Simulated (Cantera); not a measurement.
Cantera run:

```python
import numpy as np
import cantera as ct

gas_names = [...]  # 109 gases of nasa_gas.yaml made of C, Cl, H, Si
cond_names = """
    C(gr) C6H6(L) C7H8(L) C8H18(L),n-octa Si(cr) Si(L) SiC(b)
""".split()


# ... load() reads the species with a 1 bar reference pressure and builds the phases ...
atoms = {
    'SiHCl3': {'Si': 1, 'H': 1, 'CL': 3},
    'C3H8': {'C': 3, 'H': 8},
    'H2': {'H': 2},
}
top_T = {'C(gr)': 4500, 'SiC(b)': 3050}  # K; cautious upper limits of use, not melting points


# ... equilibrate(T, P, feed) seeds the gas with the atoms and calls Mixture.equilibrate('TP', solver="vcs", rtol=1e-11, max_steps=5000) ...
results = []
T = 1723  # K
P = 13332.2  # Pa
for m in [0.011, 0.017, 0.025, 0.038, 0.057, 0.087, 0.13, 0.2, 0.3, 0.46, 0.69]:
    feed = {'SiHCl3': 1, 'C3H8': m, 'H2': 530}  # mol
    mix = equilibrate(T, P, feed)
    results.append((T, P, feed, dict(zip(mix.species_names, mix.species_moles))))

top = {s: max(r[3][s] / sum(r[3][g] for g in gas_names) for r in results) for s in gas_names}
cols = sorted((s for s in top if top[s] > 1e-06), key=lambda s: -top[s])[:9]
seen = [c for c in cond_names if any(r[3].get(c, 0) > 1e-12 for r in results)]
print("log10 of partial pressures in bar; condensed amounts in mol")
print(f"{'n(C3H8)':>10s}" + "".join(f"{s[:9]:>10s}" for s in cols + seen))
for T, P, feed, n in results:
    ng = sum(n[g] for g in gas_names)
    print(f"{feed['C3H8']:10.4g}" + "".join(f"{np.log10(max(n[s] / ng * P / 1e5, 1e-99)):10.3f}" for s in cols)
          + "".join(f"{n.get(c, 0):10.4g}" for c in seen))
```

Output:

```
log10 of partial pressures in bar; condensed amounts in mol
   n(C3H8)        H2       HCL         H       CH4     SiCL2 C2H2,acet      SiH2        Si       SiH     C(gr)     Si(L)    SiC(b)
     0.011    -0.878    -3.141    -4.178    -6.531    -4.864    -8.477    -5.648    -6.007    -6.288         0    0.8972   0.03176
     0.017    -0.878    -3.141    -4.178    -6.531    -4.864    -8.477    -5.648    -6.007    -6.288         0    0.8792   0.04976
     0.025    -0.878    -3.141    -4.178    -6.531    -4.864    -8.477    -5.648    -6.007    -6.288         0    0.8552   0.07376
     0.038    -0.878    -3.141    -4.178    -6.531    -4.865    -8.477    -5.648    -6.007    -6.288         0    0.8162    0.1128
     0.057    -0.878    -3.141    -4.178    -6.531    -4.865    -8.477    -5.648    -6.007    -6.288         0    0.7592    0.1698
     0.087    -0.878    -3.141    -4.178    -6.531    -4.865    -8.477    -5.648    -6.007    -6.288         0    0.6692    0.2598
      0.13    -0.878    -3.141    -4.178    -6.531    -4.865    -8.477    -5.648    -6.007    -6.288         0    0.5402    0.3888
       0.2    -0.878    -3.141    -4.178    -6.531    -4.866    -8.477    -5.648    -6.007    -6.288         0    0.3302    0.5988
       0.3    -0.878    -3.141    -4.178    -6.531    -4.866    -8.477    -5.648    -6.007    -6.288         0   0.03027    0.8988
      0.46    -0.878    -3.126    -4.178    -4.753    -6.613    -4.921    -7.426    -7.785    -8.067    0.2133         0    0.9987
      0.69    -0.878    -3.127    -4.178    -4.753    -6.615    -4.921    -7.426    -7.785    -8.067     0.903         0    0.9987
```

Cantera equilibrium calculation (NASA polynomials, part measured and part estimated; ideal gas, pure solids and liquids). Mutual solubility and eutectic melting of coexisting phases are not modelled. Gases not in the tables: Si2H6 and higher silanes.
